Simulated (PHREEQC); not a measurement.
Consider water at 25 °C with 0.0068 mol/kgw KCl, 0.0088 mol/kgw CaCl2 and 0.011 mol/kgw NaCl. Closed to the air; pH follows from the charge balance.

The numbers come from PHREEQC with the Pitzer model, pitzer.dat.

This is a speciation only: nothing precipitates in the calculation.

Task: Predict the specific conductance.

Result: specific conductance 4090 µS/cm.
